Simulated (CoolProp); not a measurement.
R152A at 472.99 K and 0.115 MPa is throttled through a valve to 0.0685 MPa with no heat exchange. Each further row changes one setting.

Values from CoolProp's reference Helmholtz-energy equation of state, Outcalt 1996. It is a modified Benedict-Webb-Rubin equation, recast in Helmholtz form.

```
case                        temperature change (K)  final density (kg/m³)
--------------------------  ----------------------  ---------------------
as stated                                     -0.3                   1.15
outlet pressure 0.0206 MPa                    -0.6                  0.347
outlet pressure 0.0891 MPa                    -0.2                   1.50
```
